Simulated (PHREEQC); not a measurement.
# Nickel, zinc or cadmium bath: an equilibrium model

A solution holds 0.0095 mol/kgw CdSO4, 0.0002 mol/kgw NaOH and 0.00048 mol/kgw HCl, at 25 °C. Closed to the air; pH follows from the charge balance.

Model: ion-association model, wateq4f.dat, run in PHREEQC.

Each row changes one thing in this solution. This is a speciation only: nothing precipitates in the calculation.

| case | pH | ionic strength (mol/kgw) | Cl- (mol/kgw) |
|---|---|---|---|
| as made | 3.73 | 0.0248 | 0.000365 |
| temperature from 25 to 75 °C | 3.93 | 0.0238 | 0.000360 |
| HCl from 0.00048 to 4.8e-05 mol/kgw | 8.62 | 0.0246 | 3.53e-5 |
| 0.0024 mol/kgw NaHSO4 added | 2.77 | 0.0295 | 0.000373 |
| CdSO4 from 0.0095 to 0.00475 mol/kgw | 3.68 | 0.0140 | 0.000400 |
| 0.00017 mol/kgw CsOH added | 4.14 | 0.0249 | 0.000365 |
| NaOH left out | 3.50 | 0.0248 | 0.000365 |
| CdSO4 replaced by CdI2 at the same molality | 3.60 | 0.0169 | 0.000390 |
| CdSO4 left out | 3.56 | 0.000480 | 0.000480 |

Some of these states are supersaturated (in Cd(OH)2, for instance). Constants without temperature data keep their 25 °C values here.
